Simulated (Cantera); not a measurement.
**Low-pressure radical oxidation in H2/O2**

A perfectly stirred reactor is fed with 3.10 % H2, 96.9 % O2, equivalence ratio 0.016, at 0.0316 atm; it is held at 1448 K, and followed from long to short residence time.

Model: GRI-Mech 3.0 (53 species, 325 reactions), integrated in Cantera. Radical loss at walls, strong at low pressure, is not modelled.

| τ (s) | x H2 | x O2 | x OH | x H2O | x H2O2 | x O | x H |
|---|---|---|---|---|---|---|---|
| 2.7 | 2.44e-5 | 0.967 | 0.000934 | 0.0310 | 1.61e-8 | 0.00105 | 2.02e-5 |
| 1.2 | 4.03e-5 | 0.966 | 0.00121 | 0.0308 | 2.14e-8 | 0.00178 | 4.44e-5 |
| 0.51 | 6.76e-5 | 0.965 | 0.00158 | 0.0305 | 2.80e-8 | 0.00305 | 9.96e-5 |
| 0.22 | 0.000110 | 0.962 | 0.00203 | 0.0302 | 3.54e-8 | 0.00504 | 0.000212 |
| 0.099 | 0.000172 | 0.959 | 0.00252 | 0.0297 | 4.29e-8 | 0.00781 | 0.000409 |
| 0.043 | 0.000266 | 0.955 | 0.00307 | 0.0291 | 5.03e-8 | 0.0116 | 0.000741 |
| 0.019 | 0.000398 | 0.951 | 0.00359 | 0.0284 | 5.68e-8 | 0.0156 | 0.00117 |
| 0.0083 | 0.000609 | 0.947 | 0.00406 | 0.0277 | 6.27e-8 | 0.0190 | 0.00163 |
| 0.0037 | 0.000980 | 0.945 | 0.00450 | 0.0268 | 6.93e-8 | 0.0209 | 0.00203 |
| 0.0016 | 0.00176 | 0.944 | 0.00504 | 0.0256 | 7.91e-8 | 0.0213 | 0.00237 |
x: mole fraction; the columns are a selection and need not sum to one.
